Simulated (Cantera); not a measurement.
**Low-pressure radical oxidation in H2/O2**

An isothermal, constant-pressure homogeneous reactor starts with H2 : O2 = 0.055 : 1 (molar parts), equivalence ratio 0.028, at 1248 K and 6.08 Torr.

Computed with Cantera and the H2/O2 subset of GRI-Mech 3.0, which has no nitrogen chemistry. Radical loss at walls, strong at low pressure, is not modelled. The temperature is held fixed by assumption; the heat of reaction is taken as removed at once.

```csv
t (s),x H2,x O2,x H,x O,x H2O2
8.00e-6,0.0521,0.948,4.95e-10,3.42e-11,<1e-12
3.06e-5,0.0521,0.948,1.63e-9,4.40e-10,<1e-12
0.000117,0.0521,0.948,4.87e-9,4.71e-9,1.73e-12
0.000448,0.0521,0.948,3.47e-8,6.81e-8,2.51e-11
0.00171,0.0520,0.948,1.98e-5,4.29e-5,4.06e-10
0.00655,0.000947,0.906,0.00793,0.0354,5.21e-8
0.0250,0.000793,0.912,0.00627,0.0305,5.12e-8
0.0958,0.000487,0.926,0.00286,0.0179,5.12e-8
0.366,0.000123,0.941,0.000349,0.00438,3.94e-8
1.40,1.34e-5,0.946,1.23e-5,0.000471,1.63e-8
5.36,1.36e-6,0.946,4.01e-7,4.79e-5,4.31e-9
20.5,1.91e-7,0.946,2.12e-8,6.74e-6,1.01e-9
78.4,3.94e-8,0.946,1.99e-9,1.40e-6,2.79e-10
300,2.07e-8,0.946,7.61e-10,7.33e-7,1.71e-10
```
x: mole fraction; the columns are a selection and need not sum to one.

Equilibrium at this temperature and pressure: H2 2.04e-8, O2 0.946, H 7.47e-10, O 7.24e-7, H2O2 1.70e-10 (gas phase only).
